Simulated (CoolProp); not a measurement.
Vapour-liquid equilibrium of dimethyl carbonate (1) + n-heptane (2) at 33.9 kPa; x and y are mole fractions of (1).

Values from CoolProp's multi-fluid Helmholtz-energy mixture model, Zhou 2011 and Span 2003; pair parameters Bell 2016.

```tsv
x	bubble temperature, mixture model (°C)	bubble temperature, Raoult's law (°C)	y, mixture model	y, Raoult's law
0.05	60.4	64.7	0.198	0.062
0.125	56.0	64.2	(withheld)	0.152
0.2	53.6	63.7	(withheld)	0.238
0.275	52.2	63.3	0.506	0.322
0.35	51.5	62.8	0.538	0.402
0.425	51.1	62.4	(withheld)	0.480
0.5	51.0	61.9	(withheld)	0.555
0.575	50.9	61.5	(withheld)	0.628
0.65	51.0	61.1	0.595	0.699
0.725	51.1	60.7	0.611	0.767
0.8	51.6	60.3	(withheld)	0.833
0.875	(withheld)	59.9	0.697	0.897
0.95	(withheld)	59.5	0.823	0.959
```

Task: Some entries are withheld; supply them.

Result: 
- 0.125, y, mixture model: 0.364
- 0.2, y, mixture model: 0.453
- 0.425, y, mixture model: 0.559
- 0.5, y, mixture model: 0.573
- 0.575, y, mixture model: 0.584
- 0.8, y, mixture model: 0.640
- 0.875, bubble temperature, mixture model (°C): 52.7
- 0.95, bubble temperature, mixture model (°C): 55.4

The largest gap from Raoult's law is -11.3 K in bubble temperature, at x = 0.35. y crosses x between x = 0.575 and 0.65: the model has an azeotrope there.

The pair parameters rest on a limited set of measurements; away from them the model extrapolates.
